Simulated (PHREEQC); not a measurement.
1.2 g of hydrous ferric oxide (600 m²/g; 0.2 weak and 0.005 strong sites per Fe, Dzombak-Morel constants, diffuse double layer) in 1 kg of water with 0.1 mol/kgw of an inert sodium salt and 0.0019 mol Ag2SO4, at 25 °C; the pH is set by adding NaOH or the inert anion's acid. O2 is buffered at 0.21 atm. The system is closed to CO2. Nothing may precipitate in this run.

The series has 17 steps of pH, from 3 to 11.

Computed with PHREEQC (ion-association model, wateq4f.dat).

### Question
Near which pH is half of the Ag sorbed, and on which side is more sorbed?

### Answer
Near pH 8.6, with more sorbed at higher pH.

Along this series the solution becomes supersaturated in solids that the run did not let form, among them Ag2O. The oxide is taken as insoluble; below pH 4 it would dissolve.
